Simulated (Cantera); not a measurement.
Feed: 1 mol SiO₂, a varied amount of MgO, 5.9 mol H₂, at 1125 °C and 0.0410 bar.

Cantera equilibrium calculation (NASA polynomials, part measured and part estimated; ideal gas, pure solids and liquids). Candidate condensed phases: H₂O, Mg, MgO, Mg(OH)₂, MgSiO₃, Mg₂SiO₄, Si, SiO₂; 24 gas species. Mutual solubility and eutectic melting of coexisting phases are not modelled. Condensed phases not in the tables: alloys, solid solutions and most ternary compounds. Kinetics and transport are ignored.

Problem. At 1.6 mol MgO, list the 4 most abundant gas species with their mole fractions, and the condensed phases.

Solution. H₂ 1.000, H₂O 3.61e-5, SiO 3.26e-5, H 2.34e-5. Condensed: MgSiO₃(s) + Mg₂SiO₄(s).
